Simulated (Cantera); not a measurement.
A closed system holds: 1 mol SiC, 1.3 mol CO2, 3 mol H2, held at 1000 °C and 10.0 Torr.

Equilibrium computed with Cantera from the NASA thermochemical tables; the gas is ideal and each condensed phase is pure. Candidate condensed phases: C, C6H6, C7H8, C8H18, H2O, Si, SiC, SiO2; 123 gas species. The tables hold silica as quartz up to 1696 K and as liquid above; real silica turns to tridymite and cristobalite and melts near 1996 K. Rates play no part.

Base state: H2 0.833, CO 0.167, CH4 8.69e-5, H2O 2.20e-5 (mole fractions); condensed: C(graphite) + SiO2(β-quartz).

### Question
What changes in the equilibrium state with this change: temperature from 1000 °C to 1602 °C?

### Answer
```json
[
 {"species": "H2", "before": "0.833", "after": "0.532"},
 {"species": "CO", "before": "0.167", "after": "0.348"},
 {"species": "SiO", "before": "2.06e-6", "after": "0.116"},
 {"species": "Si", "before": "<1e-9", "after": "0.000159"},
 {"species": "SiH", "before": "<1e-9", "after": "1.24e-5"},
 {"species": "H", "before": "5.65e-6", "after": "0.00414"},
 {"species": "CH4", "before": "8.69e-5", "after": "3.28e-7"},
 {"species": "H2O", "before": "2.20e-5", "after": "3.44e-6"},
 {"species": "C(graphite), mol", "before": "1.70", "after": "0"},
 {"species": "SiO2(β-quartz), mol", "before": "1.000", "after": "0"},
 {"species": "SiC(s), mol", "before": "0", "after": "0.349"}
]
```

### Question
What changes in the equilibrium state with this change: temperature from 1000 °C to 1375 °C?

### Answer
```
species               before     after
-------------------  -------  --------
H2                     0.833     0.535
CO                     0.167     0.348
SiO                  2.06e-6     0.116
CH4                  8.69e-5   5.20e-7
H                    5.65e-6  0.000565
H2O                  2.20e-5   1.59e-5
C(graphite), mol        1.70         0
SiO2(β-quartz), mol    1.000         0
SiC(s), mol                0     0.350
```

### Question
What changes in the equilibrium state with this change: temperature from 1000 °C to 1325 °C?

### Answer
```
species               before     after
-------------------  -------  --------
H2                     0.833     0.584
CO                     0.167     0.357
SiO                  2.06e-6    0.0581
CH4                  8.69e-5   9.97e-7
H                    5.65e-6  0.000353
H2O                  2.20e-5   1.85e-5
C(graphite), mol        1.70         0
SiO2(β-quartz), mol    1.000     0.235
SiC(s), mol                0     0.467
```
Mutual solubility and eutectic melting of coexisting phases are not modelled.
